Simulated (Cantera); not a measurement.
A perfectly stirred reactor is fed with CO : O2 : H2O : N2 = 0.0043 : 0.0068 : 0.002 : 1 (molar parts), equivalence ratio 0.32, at 8.39 atm; it is held at 1425 K, and followed from long to short residence time.

Detailed kinetics in Cantera: GRI-Mech 3.0 (53 species, 325 reactions).

Task: What does this change do: 0.0014 parts H2 added?

Result: 
```
quantity                 before     after
---------------------  --------  --------
x(CO) at τ = 0.880 s    3.07e-5   2.47e-5
x(O2) at τ = 0.880 s    0.00461   0.00391
x(H2O) at τ = 0.880 s   0.00197   0.00336
x(NO) at τ = 0.880 s    1.18e-6   1.06e-6
x(OH) at τ = 0.880 s    6.59e-6   8.37e-6
x(CO) at τ = 20.0 ms   0.000475  0.000364
x(O2) at τ = 20.0 ms    0.00483   0.00408
x(H2O) at τ = 20.0 ms   0.00196   0.00333
x(NO) at τ = 20.0 ms    1.16e-6   1.12e-6
x(OH) at τ = 20.0 ms    1.62e-5   2.22e-5
```
The hydrogen kinetics of GRI-Mech 3.0 are dated; newer H2 mechanisms differ, most at raised pressure.
